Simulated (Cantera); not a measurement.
## Silicon nitride deposition: SiCl₄ + NH₃

Charge: 1 mol SiCl₄, a varied amount of NH₃, held at 1925 K and 1.80 mbar.

Equilibrium computed with Cantera from the NASA thermochemical tables; the gas is ideal and each condensed phase is pure. Candidate condensed phases: NH₄Cl, Si, Si₃N₄; 28 gas species. The tables' values for SiCl, SiCl₃, SiN are old estimates; treat these amounts as uncertain. Gases not in the tables: Si₂H₆ and higher silanes. The numbers say what is thermodynamically allowed, not how fast it happens.

```
n(NH₃) (mol)   x H₂   x HCl   x N₂  x SiCl₂     x H
------------  -----  ------  -----  -------  ------
2             0.325   0.324  0.164    0.159  0.0128
3.2           0.437   0.237  0.188    0.111  0.0149
5             0.521   0.172  0.205   0.0746  0.0163
7.9           0.584   0.123  0.218   0.0462  0.0172
12            0.625  0.0915  0.226   0.0279  0.0178
20            0.660  0.0639  0.234   0.0135  0.0183
31            0.681  0.0466  0.238  0.00651  0.0186
49            0.697  0.0329  0.241  0.00266  0.0188
```
x: gas mole fraction; nothing condenses.

From 2 mol NH₃ to 49 mol NH₃ nothing is condensed. The main Si-bearing gas is SiCl₂ at 2 mol NH₃ and Si at 49 mol NH₃.
